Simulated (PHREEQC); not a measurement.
A column of 0.1 m (30 cells, dispersivity 0.0035 m, 60 s a shift, diffusion coefficient 3e-10 m²/s) holds 0.076 eq of the database's cation exchanger X per kg of pore water, first in equilibrium with 0.098 mol/kgw MgCl2, 0.011 mol/kgw MnCl2 and 1e-05 mol/kgw HCl. It is flushed with 0.00051 mol/kgw ZnCl2, 0.0038 mol/kgw MnCl2, 0.064 mol/kgw Na2SO4 and 1e-05 mol/kgw HCl, at 40 °C. Values are for the last cell. CO2 from the air is kept out. Precipitation was switched off in this run.

The numbers come from PHREEQC with the ion-association model, phreeqc.dat.

| pore volumes | Na in solution (mol/kgw) | S in solution (mol/kgw) | Zn in solution (mol/kgw) |
|---|---|---|---|
| 0 | 0 | 0 | 0 |
| 0.2833 | 7.50e-10 | 4.01e-9 | 1.03e-14 |
| 0.4167 | 1.11e-5 | 2.57e-5 | 8.14e-10 |
| 0.6833 | 0.00465 | 0.00598 | 9.48e-7 |
| 0.8167 | 0.0148 | 0.0168 | 3.28e-6 |
| 1.083 | 0.0447 | 0.0428 | 9.81e-6 |
| 1.217 | 0.0590 | 0.0518 | 1.32e-5 |
| 1.483 | 0.0823 | 0.0607 | 2.03e-5 |
| 1.75 | 0.0984 | 0.0633 | 2.77e-5 |
| 1.883 | 0.104 | 0.0637 | 3.17e-5 |
| 2.15 | 0.112 | 0.0639 | 4.09e-5 |
| 2.283 | 0.115 | 0.0640 | 4.63e-5 |
| 2.55 | 0.119 | 0.0640 | 5.94e-5 |
| 2.817 | 0.122 | 0.0640 | 7.58e-5 |
| 2.95 | 0.123 | 0.0640 | 8.55e-5 |
| 3.217 | 0.125 | 0.0640 | 0.000108 |
| 3.35 | 0.125 | 0.0640 | 0.000121 |
| 3.617 | 0.126 | 0.0640 | 0.000149 |
| 3.75 | 0.127 | 0.0640 | 0.000165 |
| 4.017 | 0.127 | 0.0640 | 0.000198 |

Complexes and solids missing from the database can't appear. At this temperature some constants are extrapolated from 25 °C, and those without enthalpy data are left unchanged.
